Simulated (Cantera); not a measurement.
Input: 1 mol CH3SiCl3, 0.019 mol C2H2, 1.6 mol H2, at 11.3 Torr.

Points: T (K) = 2100, 2150, 2200, 2250, 2300, 2350, 2400, 2450, 2500, 2550, 2600.

Cantera's Mixture.equilibrate('TP', solver="vcs", rtol=1e-11, max_steps=5000) on the NASA tables stopped like this:

```
3e-01  H2 4.258e-01  SiCL2 8.836e-02  H 3.001e-02  CL 2.186e-02  Si 2.638e-03  SiCL 2.610e-03  C2H2,acetylene 1.091e-03
   condensed (mol): C(gr) 0.4774  SiC(b) 0.5469
T = 2250 K  P = 1500 Pa  gas = 4.816 mol
   x: H2 4.222e-01  HCL 4.084e-01  SiCL2 9.040e-02  H 3.940e-02  CL 2.759e-02  Si 4.918e-03  SiCL 3.851e-03  C2H2,acetylene 1.413e-03
   condensed (mol): C(gr) 0.5053  SiC(b) 0.5118
T = 2300 K  P = 1500 Pa  gas = 4.894 mol
   x: H2 4.157e-01  HCL 3.885e-01  SiCL2 9.139e-02  H 5.094e-02  CL 3.429e-02  Si 8.920e-03  SiCL 5.555e-03  C2H2,acetylene 1.796e-03  SiC2 1.231e-03
   condensed (mol): C(gr) 0.5404  SiC(b) 0.4641
ERROR: FAILURE its = 5001!

*******************************************************************************
CanteraError thrown by MultiPhase::equilibrate:
VCS solver failed. Return code: -1
*******************************************************************************
```

### Question
What got this run through?

### Answer
Several could match; the one computed here: The failure is numerical, not chemical. The same input converged with solver="gibbs", rtol=1e-10, max_steps=50000, and the result passed a check of the equilibrium conditions:
```
T = 2100 K  P = 1500 Pa  gas = 4.692 mol
   x: HCL 4.577e-01  H2 4.269e-01  SiCL2 8.191e-02  H 1.662e-02  CL 1.312e-02  SiCL3 1.156e-03  SiCL 1.118e-03
   condensed (mol): C(gr) 0.4306  SiC(b) 0.601
T = 2150 K  P = 1500 Pa  gas = 4.722 mol
   x: HCL 4.426e-01  H2 4.272e-01  SiCL2 8.547e-02  H 2.251e-02  CL 1.706e-02  SiCL 1.728e-03  Si 1.374e-03
   condensed (mol): C(gr) 0.4532  SiC(b) 0.5755
T = 2200 K  P = 1500 Pa  gas = 4.761 mol
   x: HCL 4.263e-01  H2 4.258e-01  SiCL2 8.836e-02  H 3.001e-02  CL 2.186e-02  Si 2.638e-03  SiCL 2.610e-03  C2H2,acetylene 1.091e-03
   condensed (mol): C(gr) 0.4774  SiC(b) 0.5469
T = 2250 K  P = 1500 Pa  gas = 4.816 mol
   x: H2 4.222e-01  HCL 4.084e-01  SiCL2 9.040e-02  H 3.940e-02  CL 2.759e-02  Si 4.918e-03  SiCL 3.851e-03  C2H2,acetylene 1.413e-03
   condensed (mol): C(gr) 0.5053  SiC(b) 0.5118
T = 2300 K  P = 1500 Pa  gas = 4.894 mol
   x: H2 4.157e-01  HCL 3.885e-01  SiCL2 9.139e-02  H 5.094e-02  CL 3.429e-02  Si 8.920e-03  SiCL 5.555e-03  C2H2,acetylene 1.796e-03  SiC2 1.231e-03
   condensed (mol): C(gr) 0.5404  SiC(b) 0.4641
T = 2350 K  P = 1500 Pa  gas = 5.005 mol
   x: H2 4.053e-01  HCL 3.659e-01  SiCL2 9.104e-02  H 6.483e-02  CL 4.194e-02  Si 1.577e-02  SiCL 7.831e-03  SiC2 2.577e-03  C2H2,acetylene 2.236e-03  Si2C 1.491e-03
   condensed (mol): C(gr) 0.5889  SiC(b) 0.3929
T = 2400 K  P = 1500 Pa  gas = 5.171 mol
   x: H2 3.896e-01  HCL 3.397e-01  SiCL2 8.897e-02  H 8.107e-02  CL 5.040e-02  Si 2.721e-02  SiCL 1.078e-02  SiC2 5.223e-03  Si2C 2.973e-03  C2H2,acetylene 2.716e-03
   condensed (mol): C(gr) 0.661  SiC(b) 0.2786
T = 2450 K  P = 1500 Pa  gas = 5.429 mol
   x: H2 3.668e-01  HCL 3.085e-01  H 9.935e-02  SiCL2 8.466e-02  CL 5.932e-02  Si 4.591e-02  SiCL 1.443e-02  SiC2 1.028e-02  Si2C 5.757e-03  C2H2,acetylene 3.200e-03
   condensed (mol): C(gr) 0.7746  SiC(b) 0.08424
T = 2500 K  P = 1500 Pa  gas = 5.675 mol
   x: H2 3.377e-01  HCL 2.959e-01  H 1.193e-01  CL 7.389e-02  SiCL2 7.111e-02  Si 5.889e-02  SiCL 1.579e-02  SiC2 1.527e-02  Si2C 6.542e-03  C2H2,acetylene 3.653e-03  SiH 1.107e-03
   condensed (mol): C(gr) 0.7833
T = 2550 K  P = 1500 Pa  gas = 5.901 mol
   x: H2 3.086e-01  HCL 2.888e-01  H 1.415e-01  CL 9.318e-02  Si 6.581e-02  SiCL2 5.516e-02  SiC2 1.965e-02  SiCL 1.547e-02  Si2C 5.724e-03  C2H2,acetylene 4.104e-03  SiH 1.098e-03
   condensed (mol): C(gr) 0.7192
T = 2600 K  P = 1500 Pa  gas = 6.153 mol
   x: H2 2.804e-01  HCL 2.764e-01  H 1.660e-01  CL 1.146e-01  Si 7.142e-02  SiCL2 4.080e-02  SiC2 2.441e-02  SiCL 1.456e-02  Si2C 4.787e-03  C2H2,acetylene 4.548e-03  SiH 1.057e-03
   condensed (mol): C(gr) 0.6442
```

The gas is ideal and each condensed phase is pure. The feed counts by its element totals alone. The tables' values for SiCl, SiCl3 are old estimates; treat these amounts as uncertain. Gases not in the tables: Si2H6 and higher silanes.
